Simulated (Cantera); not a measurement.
# Ignition delay

Mixture: 6.62 % CH4, 7.29 % H2, 18.0 % O2, 67.6 % N2, 0.570 % H2O, at 10.0 bar, adiabatic and at constant volume. Ignition delay is the time to a rise of 400 K.

Cantera simulation using GRI-Mech 3.0 (53 species, 325 reactions); the numbers are that mechanism's predictions, not measurements.

| T0 (K) | delay (ms) |
|---|---|
| 1125 | 0.720 |
| 1200 | 0.191 |
| 1275 | 0.0776 |
| 1350 | 0.0411 |
| 1425 | 0.0246 |
| 1500 | 0.0157 |
| 1575 | 0.0104 |
| 1650 | 0.00717 |
| 1725 | 0.00507 |
| 1800 | 0.00367 |

```yaml
apparent activation energy between 1650 and 1800 K: 110 kJ/mol
```
